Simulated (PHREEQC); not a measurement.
A solution holds 0.044 mol KNO3, 0.38 mol Sr(NO3)2 and 0.11 mol KBr per kg of water, at 25 °C. Closed to the air; pH follows from the charge balance.

Computed with PHREEQC (ion-association model, phreeqc.dat).

Question: The ionic strength comes out as 1.29 mol/kgw. What activity coefficients do Br-, K+, Sr+2, NO3- get?

Answer: Br- 0.53, K+ 0.59, Sr+2 0.24, NO3- 0.53.

This is a speciation only: nothing precipitates in the calculation. Ionic strength above about 0.7 mol/kgw puts this run outside the model's range.
